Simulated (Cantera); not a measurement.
An adiabatic, constant-volume homogeneous reactor starts with CH₃OH : O₂ : N₂ = 1 : 0.938 : 6.66 (molar parts), equivalence ratio 1.6, at 1400 K and 3.90 bar. Integrator tolerance rtol = 1e-08.

Model: GRI-Mech 3.0 (53 species, 325 reactions), integrated in Cantera. GRI-Mech 3.0 was tuned for natural gas; its chemistry of methanol as a main component is partial and can be far from experiment.

```
quantity                                                              before                                      after
---------------------------------  -----------------------------------------  -----------------------------------------
time of steepest temperature rise                                   0.187 ms                                    51.5 µs
temperature at 0.800 s                                                2637 K                                     2723 K
equilibrium temperature                                               2637 K                                     2723 K
x(CH₃OH) at 0.800 s                    <1e-12 (gas-phase equilibrium <1e-12)      <1e-12 (gas-phase equilibrium <1e-12)
x(O₂) at 0.800 s                   0.000161 (gas-phase equilibrium 0.000161)  0.000344 (gas-phase equilibrium 0.000344)
x(C₂H₆) at 0.800 s                     <1e-12 (gas-phase equilibrium <1e-12)      <1e-12 (gas-phase equilibrium <1e-12)
x(N₂O) at 0.800 s                    1.12e-7 (gas-phase equilibrium 1.12e-7)    1.82e-7 (gas-phase equilibrium 1.82e-7)
x(CH₃) at 0.800 s                  7.62e-12 (gas-phase equilibrium 8.68e-12)  7.19e-12 (gas-phase equilibrium 8.25e-12)
x(CO) at 0.800 s                       0.0689 (gas-phase equilibrium 0.0689)      0.0698 (gas-phase equilibrium 0.0698)
x(CH₂O) at 0.800 s                   1.09e-8 (gas-phase equilibrium 1.09e-8)    1.05e-8 (gas-phase equilibrium 1.05e-8)
```

Name the change that produced these shifts.
A) pressure from 3.90 bar to 0.390 bar
B) initial temperature 1400 to 1525 K
C) constant pressure in place of constant volume
D) pressure from 3.90 bar to 0.260 bar

B, initial temperature 1400 to 1525 K
